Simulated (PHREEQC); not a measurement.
Solution (25 °C): 0.028 mol/kgw NaHSO4, 0.00022 mol/kgw NaF and 0.037 mol/kgw LiCl. Closed to the air; pH follows from the charge balance.

Equilibrium calculation in PHREEQC: ion-association model, phreeqc.dat.

| quantity | before | after |
|---|---|---|
| pH | 1.84 | 2.08 |
| ionic strength (mol/kgw) | 0.0965 | 0.0509 |
| SO4-2 (mol/kgw) | 0.0157 | 0.00921 |
| HSO4- (mol/kgw) | 0.0105 | 0.00416 |
| LiSO4- (mol/kgw) | 0.000948 | 0.000339 |
| NaSO4- (mol/kgw) | 0.000811 | 0.000291 |
| SI of Halite (NaCl) | -4.78 | -5.34 |

**Question.** Which change was made?
A) diluted 2-fold with water
B) NaF from 0.00022 to 0.0011 mol/kgw
C) temperature from 25 to 70 °C
D) LiCl from 0.037 to 0.0185 mol/kgw
E) temperature from 25 to 65 °C

**Answer.** A, diluted 2-fold with water

This is a speciation only: nothing precipitates in the calculation.
